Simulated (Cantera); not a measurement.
**Equilibrium for silicon nitride deposition: Si2Cl6 + NH3**

Feed: 1 mol Si2Cl6, 2.6 mol NH3, equilibrated at 575 °C and 75.0 Torr.

Cantera equilibrium calculation (NASA polynomials, part measured and part estimated; ideal gas, pure solids and liquids). Candidate condensed phases: NH4Cl, Si, Si3N4; 28 gas species. The feed counts by its element totals alone. Kinetics and transport are ignored.

The x(H2) comes out as 0.416. The x(HCl) is 0.357 and the x(SiCl4) is 0.139. The x(N2) is 0.0878 and the x(SiHCl3) is 0.000262. The x(NH3) is 1.50e-5 and the x(SiCl3) is 2.22e-6. The n(Si3N4(s)) is 0.362 mol and the gas amount is 6.562 mol. The log10 activity of Si(s) (absent) comes out as -8.15.
